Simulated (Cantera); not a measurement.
A Cantera script and what it prints.

```python
import numpy as np
import cantera as ct

gas_names = """
    CL CL2 H HCL H2 Mg MgCL MgCL2 MgH MgN Mg2 N NH NH2 NH3 N2 N2H2 N2H4
""".split()
cond_names = """
    Mg(cr) Mg(L) MgCL2(s) MgCL2(L) NH4CL(a) NH4CL(b)
""".split()


# ... load() reads the species with a 1 bar reference pressure and builds the phases ...
atoms = {
    'MgCl2': {'Mg': 1, 'CL': 2},
    'H2': {'H': 2},
    'N2': {'N': 2},
}
top_T = {}  # K; cautious upper limits of use, not melting points


# ... equilibrate(T, P, feed) seeds the gas with the atoms and calls Mixture.equilibrate('TP', solver="vcs", rtol=1e-11, max_steps=5000) ...
results = []
feed = {'MgCl2': 1, 'H2': 12, 'N2': 0.11}  # mol
T = 1398.15  # K
P = 133.322  # Pa
mix = equilibrate(T, P, feed)
results.append((T, P, feed, dict(zip(mix.species_names, mix.species_moles))))
x = sorted(zip(gas.X, gas.species_names), reverse=True)
print(f"T = {T:g} K  P = {P:g} Pa  gas = {mix.phase_moles(0):.4g} mol")
print("   x: " + "  ".join(f"{s} {v:.3e}" for v, s in x if v > 1e-05))
print("   condensed (mol): " + ("  ".join(f"{mix.phase(i).name} {mix.phase_moles(i):.4g}"
      for i in range(1, mix.n_phases) if mix.phase_moles(i) > 1e-12) or "none"))
```

It prints:

```
T = 1398.15 K  P = 133.322 Pa  gas = 13.2 mol
   x: H2 9.027e-01  MgCL2 6.912e-02  HCL 1.311e-02  N2 8.335e-03  Mg 6.457e-03  MgCL 1.937e-04  H 1.234e-04
   condensed (mol): none
```

Method: chemical equilibrium by Gibbs-energy minimisation in Cantera with the NASA 1993 tables (ideal gas, pure condensed phases).
